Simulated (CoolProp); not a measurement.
Saturated liquid density (kg/m³) of ethane: the reference equation beside estimates from Tc = 305.3 K, pc = 4.872 MPa, ω = 0.099. Rackett uses Z = 0.29056 − 0.08775 ω.

Computed with CoolProp (reference Helmholtz-energy equation of state, Bücker 2006).

```csv
T (K),reference,Rackett,van der Waals,Redlich-Kwong,Soave-Redlich-Kwong
203.6,519.2,516.3,338.6,493.9,497.5
206.9,514.7,511.9,335.7,488.7,492.6
210.2,510.2,507.3,332.7,483.4,487.5
213.6,505.4,502.6,329.5,477.8,482.2
216.9,500.7,497.9,326.4,472.2,476.8
220.2,496.0,493.2,323.2,466.5,471.3
223.5,491.1,488.3,319.9,460.7,465.7
226.8,486.2,483.4,316.6,454.7,459.9
230.2,481.0,478.2,313.0,448.4,453.8
```

Absolute difference from the reference over all 9 rows, mean and median: Rackett 0.6 and 0.6 %, van der Waals 34.8 and 34.8 %, Redlich-Kwong 5.7 and 5.7 %, Soave-Redlich-Kwong 4.8 and 4.8 %.
